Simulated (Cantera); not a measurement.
A closed system holds: 1 mol B, 3.7 mol O₂, 10 mol H₂, equilibrated at 0.133 bar.

Method: chemical equilibrium by Gibbs-energy minimisation in Cantera with the NASA 1993 tables (ideal gas, pure condensed phases). Candidate condensed phases: B, B₂O₃, B₃O₃H₃, H₂O; 23 gas species. The numbers say what is thermodynamically allowed, not how fast it happens.

x: gas mole fraction; nothing condenses.

```csv
T (°C),x H₂O,x H₂,x HBO₂,x H,x B₂O₃,x OH,x HBO
1602,0.515,0.389,0.0921,0.00112,0.00139,?,0.000243
1627,0.515,0.389,0.0919,0.00136,0.00145,?,0.000268
1652,0.515,0.389,0.0918,0.00163,0.00151,?,0.000294
1677,0.515,0.389,0.0916,0.00196,0.00157,?,0.000321
1702,0.515,0.389,0.0914,0.00234,0.00163,?,0.000351
1727,0.515,0.388,0.0912,0.00278,0.00169,?,0.000382
1752,0.515,0.388,0.0910,0.00328,0.00175,?,0.000415
1777,0.515,0.388,0.0908,0.00387,0.00181,?,0.000450
1802,0.515,0.387,0.0905,0.00454,0.00187,?,0.000486
1827,0.514,0.387,0.0903,0.00531,0.00192,?,0.000525
1852,0.514,0.386,0.0900,0.00618,0.00198,?,0.000565
1877,0.514,0.385,0.0897,0.00717,0.00204,?,0.000607
1902,0.513,0.385,0.0894,0.00829,0.00210,?,0.000651
```

### Question
Some entries are withheld; supply them.

### Answer

- 1602, x OH: 0.000116
- 1627, x OH: 0.000147
- 1652, x OH: 0.000187
- 1677, x OH: 0.000236
- 1702, x OH: 0.000295
- 1727, x OH: 0.000368
- 1752, x OH: 0.000456
- 1777, x OH: 0.000562
- 1802, x OH: 0.000689
- 1827, x OH: 0.000840
- 1852, x OH: 0.00102
- 1877, x OH: 0.00123
- 1902, x OH: 0.00149
